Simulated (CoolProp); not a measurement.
Vapour-liquid equilibrium of CH2F2 (R32) (1) + R142b (2) at 236 K; x and y are mole fractions of (1).

Model: multi-fluid Helmholtz-energy mixture model, Tillner-Roth 1997 and Lemmon 2006; pair parameters Bell 2016, in CoolProp.

Question: Give the bubble pressure and the first vapour's composition at x = 0.35, 0.45, 0.65. Is there an azeotrope?

Answer: x = 0.35: 0.1069 MPa, y = 0.819; x = 0.45: 0.1251 MPa, y = 0.864; x = 0.65: 0.1549 MPa, y = 0.919. No azeotrope shows between x = 0.05 and 0.95.

Pair parameters are fitted to limited data, so mixtures are less certain than the pure fluids.
